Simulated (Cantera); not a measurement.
What does this Cantera script print?

```python
import numpy as np
import cantera as ct

gas_names = """
    B BH BH2 BH3 BO BO2 B2 B2O B2O2 B2O3 B3O3H3 H HBO HBO2 HO2 H2 H2O H2O2 H3B3O6 O OH O2 O3
""".split()
cond_names = """
    B(b) B(L) B2O3(L) B3O3H3(cr) H2O(s) H2O(L)
""".split()


# ... load() reads the species with a 1 bar reference pressure and builds the phases ...
atoms = {
    'B2H6': {'B': 2, 'H': 6},
    'H2O': {'H': 2, 'O': 1},
    'H2': {'H': 2},
    'O2': {'O': 2},
}
top_T = {}  # K; cautious upper limits of use, not melting points


# ... equilibrate(T, P, feed) seeds the gas with the atoms and calls Mixture.equilibrate('TP', solver="vcs", rtol=1e-11, max_steps=5000) ...
results = []
feed = {'B2H6': 1, 'H2O': 1.2, 'H2': 0.26, 'O2': 6.7}  # mol
P = 3300  # Pa
for T in [1923, 1948, 1973, 1998, 2023, 2048, 2073, 2098, 2123, 2148, 2173, 2198, 2223, 2248]:
    mix = equilibrate(T, P, feed)
    results.append((T, P, feed, dict(zip(mix.species_names, mix.species_moles))))

top = {s: max(r[3][s] / sum(r[3][g] for g in gas_names) for r in results) for s in gas_names}
cols = sorted((s for s in top if top[s] > 1e-06), key=lambda s: -top[s])[:5]
seen = [c for c in cond_names if any(r[3].get(c, 0) > 1e-12 for r in results)]
print("log10 of partial pressures in bar; condensed amounts in mol")
print(f"{'T/K':>10s}" + "".join(f"{s[:9]:>10s}" for s in cols + seen))
for T, P, feed, n in results:
    ng = sum(n[g] for g in gas_names)
    print(f"{T:10.4g}" + "".join(f"{np.log10(max(n[s] / ng * P / 1e5, 1e-99)):10.3f}" for s in cols)
          + "".join(f"{n.get(c, 0):10.4g}" for c in seen))
```

Output:

```
log10 of partial pressures in bar; condensed amounts in mol
       T/K        O2       H2O      HBO2        OH       BO2
      1923    -1.890    -1.892    -2.186    -3.608    -3.819
      1948    -1.891    -1.892    -2.189    -3.552    -3.766
      1973    -1.892    -1.893    -2.192    -3.497    -3.714
      1998    -1.893    -1.893    -2.195    -3.443    -3.663
      2023    -1.894    -1.894    -2.198    -3.392    -3.614
      2048    -1.895    -1.895    -2.202    -3.341    -3.567
      2073    -1.897    -1.896    -2.206    -3.292    -3.521
      2098    -1.898    -1.897    -2.210    -3.244    -3.476
      2123    -1.900    -1.898    -2.214    -3.197    -3.432
      2148    -1.902    -1.900    -2.219    -3.152    -3.390
      2173    -1.904    -1.902    -2.224    -3.108    -3.349
      2198    -1.906    -1.904    -2.229    -3.066    -3.309
      2223    -1.909    -1.907    -2.234    -3.024    -3.271
      2248    -1.912    -1.910    -2.240    -2.984    -3.234
```

Cantera equilibrium calculation (NASA polynomials, part measured and part estimated; ideal gas, pure solids and liquids). The feed counts by its element totals alone.
